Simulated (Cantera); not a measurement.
Input: 1 mol H₂S, a varied amount of O₂, at 748.15 K and 92.0 Pa.

Equilibrium computed with Cantera from the NASA thermochemical tables; the gas is ideal and each condensed phase is pure. Candidate condensed phases: H₂O, H₂SO₄, S; 19 gas species. Gases not in the tables: S₃ to S₇. Equilibrium is a limit: real reactors are often held back by kinetics, nucleation or transport.

x: gas mole fraction; nothing condenses.

| n(O₂) (mol) | x H₂S | x H₂O | x SO₂ | x S₂ | x H₂ | x S₂O | x SH |
|---|---|---|---|---|---|---|---|
| 0.021 | 0.893 | 0.0405 | 4.65e-7 | 0.0357 | 0.0308 | (withheld) | 1.32e-6 |
| 0.029 | 0.875 | 0.0556 | 1.16e-6 | 0.0417 | 0.0279 | (withheld) | 1.36e-6 |
| 0.04 | 0.849 | 0.0760 | 3.03e-6 | 0.0503 | 0.0247 | (withheld) | 1.40e-6 |
| 0.056 | 0.811 | 0.105 | 8.88e-6 | 0.0630 | 0.0211 | (withheld) | 1.45e-6 |
| 0.077 | 0.761 | 0.142 | 2.61e-5 | 0.0796 | 0.0176 | (withheld) | 1.49e-6 |
| 0.11 | 0.684 | 0.197 | 9.45e-5 | 0.105 | 0.0138 | (withheld) | 1.51e-6 |
| 0.15 | 0.596 | 0.259 | 0.000313 | 0.135 | 0.0106 | (withheld) | 1.50e-6 |
| 0.21 | 0.473 | 0.343 | 0.00129 | 0.175 | 0.00738 | (withheld) | 1.43e-6 |
| 0.29 | 0.333 | 0.438 | 0.00590 | 0.218 | 0.00465 | (withheld) | 1.27e-6 |
| 0.4 | 0.199 | 0.522 | 0.0283 | 0.247 | 0.00261 | (withheld) | 1.01e-6 |
| 0.56 | 0.111 | 0.560 | 0.0957 | 0.231 | 0.00150 | (withheld) | 7.40e-7 |
| 0.77 | 0.0628 | 0.557 | 0.199 | 0.178 | 0.000971 | (withheld) | 5.23e-7 |
| 1.1 | 0.0272 | 0.532 | 0.349 | 0.0905 | 0.000590 | (withheld) | 2.90e-7 |

Problem. Some entries are withheld; supply them.

Solution. 
- 0.021, x S₂O: 6.67e-7
- 0.029, x S₂O: 1.18e-6
- 0.04, x S₂O: 2.20e-6
- 0.056, x S₂O: 4.46e-6
- 0.077, x S₂O: 9.12e-6
- 0.11, x S₂O: 2.14e-5
- 0.15, x S₂O: 4.68e-5
- 0.21, x S₂O: 0.000116
- 0.29, x S₂O: 0.000292
- 0.4, x S₂O: 0.000702
- 0.56, x S₂O: 0.00123
- 0.77, x S₂O: 0.00146
- 1.1, x S₂O: 0.00116
